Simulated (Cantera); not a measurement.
Feed: 1 mol c-C₄F₈, 1 mol H₂, equilibrated at 133 Pa.

Cantera equilibrium calculation (NASA polynomials, part measured and part estimated; ideal gas, pure solids and liquids). Candidate condensed phases: C, C₆H₆, C₇H₈, C₈H₁₈; 110 gas species. Ions and electrons are included (thermal ionisation). The feed counts by its element totals alone. Gases not in the tables: C₂F₆ and larger saturated fluorocarbons. Rates play no part.

Q: What share of the C ends up in condensed phases as a function of T (°C), at 1727, 2227, 2727, 3227, 3727, 4227, 4727?

A: 
| T (°C) | C condensed (%) | as |
|---|---|---|
| 1727 | 57.3 | C(graphite) |
| 2227 | 83.7 | C(graphite) |
| 2727 | 0.0 | - |
| 3227 | 0.0 | - |
| 3727 | 0.0 | - |
| 4227 | 0.0 | - |
| 4727 | 0.0 | - |
